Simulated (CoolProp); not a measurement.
Vapour-liquid equilibrium of R125 (1) + R236EA (2) at 2.74 bar; x and y are mole fractions of (1).

The numbers come from the multi-fluid Helmholtz-energy mixture model, Lemmon 2005 and Rui 2013; pair parameters Bell 2016 in CoolProp.

| x | bubble temperature (°C) | y at the bubble point | dew temperature at overall composition x (°C) | liquid density (mol/L) |
|---|---|---|---|---|
| 0.05 | 26.5 | 0.232 | 32.1 | 9.403 |
| 0.2 | 10.2 | 0.627 | 27.5 | 9.928 |
| 0.35 | -0.9 | 0.801 | 22.4 | 10.37 |
| 0.5 | -8.9 | 0.889 | 16.4 | 10.76 |
| 0.65 | -15.0 | 0.939 | 9.0 | 11.12 |
| 0.8 | -20.0 | 0.972 | -0.8 | 11.47 |
| 0.95 | -24.2 | 0.994 | -16.5 | 11.79 |

No azeotrope shows between x = 0.05 and 0.95.

The pair parameters rest on a limited set of measurements; away from them the model extrapolates.
